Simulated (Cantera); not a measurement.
Feed: 1 mol SiCl₄, 0.034 mol HCl, 6.2 mol H₂, equilibrated at 552 °C and 330 Torr.

Method: chemical equilibrium by Gibbs-energy minimisation in Cantera with the NASA 1993 tables (ideal gas, pure condensed phases). Candidate condensed phases: Si; 19 gas species. The tables' values for SiCl₃ are old estimates; treat these amounts as uncertain. Equilibrium is a limit: real reactors are often held back by kinetics, nucleation or transport.

Base state: H₂ 0.847, SiCl₄ 0.129, HCl 0.0143, SiHCl₃ 0.00945, SiH₂Cl₂ 5.85e-5, SiCl₃ 1.75e-5 (mole fractions); condensed: gas only.

Task: What changes in the equilibrium state with this change: temperature from 552 °C to 1450 °C?

Result: 
```tsv
species	before	after
H₂	0.847	0.650
HCl	0.0143	0.227
SiCl₂	2.09e-7	0.103
SiCl₄	0.129	0.00351
SiCl₃	1.75e-5	0.0139
H	<1e-9	0.000222
Cl	<1e-9	6.00e-5
SiCl	<1e-9	2.19e-5
SiHCl₃	0.00945	0.00206
```
The tables' values for SiCl₃, SiCl are old estimates; treat these amounts as uncertain.

Task: What changes in the equilibrium state with this change: SiCl₄ replaced by SiH₂Cl₂?

Result: 
```
species      before    after
----------  -------  -------
H₂            0.847    0.925
SiCl₄         0.129   0.0450
SiHCl₃      0.00945   0.0268
HCl          0.0143  0.00192
SiH₃Cl      8.48e-8  1.58e-5
SiH₂Cl₂     5.85e-5  0.00135
SiCl₃       1.75e-5  4.74e-5
Si(s), mol        0    0.438
```
